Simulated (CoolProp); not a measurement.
Oxygen along the isotherm -125.25 °C: density (kg/m³) from the reference equation and from simpler models built on Tc = -118.6 °C, pc = 5.046 MPa, ω = 0.022; each cubic takes its own stable root.

Computed with CoolProp (reference Helmholtz-energy equation of state, Schmidt 1985).

```csv
p (MPa),phase,reference,van der Waals,Redlich-Kwong,Soave-Redlich-Kwong,Peng-Robinson
0.16,gas,4.215,4.208,4.216,4.216,4.221
0.234,gas,6.200,6.185,6.202,6.202,6.213
0.344,gas,9.194,9.162,9.198,9.198,9.224
0.505,gas,13.68,13.60,13.69,13.69,13.74
0.741,gas,20.47,20.31,20.49,20.49,20.62
1.09,gas,31.09,30.71,31.13,31.13,31.42
1.6,gas,48.06,47.11,48.14,48.14,48.83
2.34,gas,76.99,74.36,77.08,77.09,78.81
3.44,gas,139.5,128.8,138.7,138.7,144.1
5.05,liquid,754.1,524.6,673.7,674.1,754.2
7.41,liquid,800.1,581.4,740.0,740.3,827.8
10.9,liquid,842.1,625.7,799.4,799.6,893.8
16,liquid,883.6,665.7,856.8,857.0,957.3
23.4,liquid,926.4,703.7,913.9,914.0,1020
34.4,liquid,972.5,741.2,972.6,972.7,1084
50.5,liquid,1022,777.6,1032,1032,1149
```
